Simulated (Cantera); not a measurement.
A closed system holds: 1 mol Si, 0.65 mol Cl2, 2.7 mol H2, held at 1000000 Pa.

Equilibrium computed with Cantera from the NASA thermochemical tables; the gas is ideal and each condensed phase is pure. Candidate condensed phases: Si; 19 gas species. The numbers say what is thermodynamically allowed, not how fast it happens.

Over these rows the condensed part is Si(s). Partial pressures as log10 of bar:

| T (K) | 1000/T (1/K) | log p SiCl2 | log p H2 | log p SiHCl3 | log p SiCl4 |
|---|---|---|---|---|---|
| 800 | 1.2500 | -5.30 | 0.94 | -0.17 | -0.25 |
| 900 | 1.1111 | -4.15 | 0.94 | -0.19 | -0.25 |
| 1000 | 1.0000 | -3.23 | 0.94 | -0.20 | -0.25 |
| 1100 | 0.9091 | -2.48 | 0.94 | -0.22 | -0.25 |
| 1200 | 0.8333 | ? | 0.93 | -0.25 | -0.27 |
| 1300 | 0.7692 | -1.37 | 0.93 | -0.29 | -0.31 |

Problem. Fit log p(SiCl2) = a + b·(1000/T) to the five rows, give the apparent enthalpy, and predict the row at 1200 K.

Solution. Means: 1000/T = 1.0079, log p = -3.306. Sxy = -1.114181, Sxx = 0.1360642, so b = -8.19 and a = -3.306 − (-8.19)×1.0079 = 4.95.
Apparent enthalpy: −19.145 × (-8.19) = 157 kJ/mol. With the condensed phases at unit activity, 1/2 Si(s) + 1/2 SiCl4(g) = SiCl2(g) links this pressure to the main gases: over the six rows their terms move log p by -0.03 in all, so the slope is close to that reaction's ΔH°. The five rows lie within 0.02 of the line.
Prediction at 1200 K: 4.95 + (-8.19)×0.8333 = -1.87. The computed value is -1.87, 0.00 from the line.
